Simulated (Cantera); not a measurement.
Input: 1 mol Si₃N₄, 0.41 mol O₂, 650 mol H₂, held at 2.70 mbar.

Method: chemical equilibrium by Gibbs-energy minimisation in Cantera with the NASA 1993 tables (ideal gas, pure condensed phases). Candidate condensed phases: H₂O, Si, SiO₂, Si₂N₂O, Si₃N₄; 35 gas species. Mutual solubility and eutectic melting of coexisting phases are not modelled. The numbers say what is thermodynamically allowed, not how fast it happens.

Task: Which condensed phases are stable at each of these points (T (°C)): 777, 852, 927, 1002, 1077, 1152, 1227, 1302, 1377?

Result: 
```json
[
 {"T (°C)": "777", "condensed phases": "Si₂N₂O(s) + Si₃N₄(s)", "Si condensed (%)": "100.0"},
 {"T (°C)": "852", "condensed phases": "Si₂N₂O(s) + Si₃N₄(s)", "Si condensed (%)": "100.0"},
 {"T (°C)": "927", "condensed phases": "Si₂N₂O(s) + Si₃N₄(s)", "Si condensed (%)": "100.0"},
 {"T (°C)": "1002", "condensed phases": "Si₂N₂O(s) + Si₃N₄(s)", "Si condensed (%)": "100.0"},
 {"T (°C)": "1077", "condensed phases": "Si(s) + Si₂N₂O(s) + Si₃N₄(s)", "Si condensed (%)": "99.9"},
 {"T (°C)": "1152", "condensed phases": "Si(s) + Si₂N₂O(s)", "Si condensed (%)": "98.0"},
 {"T (°C)": "1227", "condensed phases": "Si(s)", "Si condensed (%)": "72.5"},
 {"T (°C)": "1302", "condensed phases": "Si(s)", "Si condensed (%)": "72.1"},
 {"T (°C)": "1377", "condensed phases": "Si(s)", "Si condensed (%)": "70.1"}
]
```

From 777 °C to 1002 °C the condensed part is Si₂N₂O(s) + Si₃N₄(s). At 1077 °C the condensed part is Si(s) + Si₂N₂O(s) + Si₃N₄(s). At 1152 °C the condensed part is Si(s) + Si₂N₂O(s). From 1227 °C to 1377 °C the condensed part is Si(s).
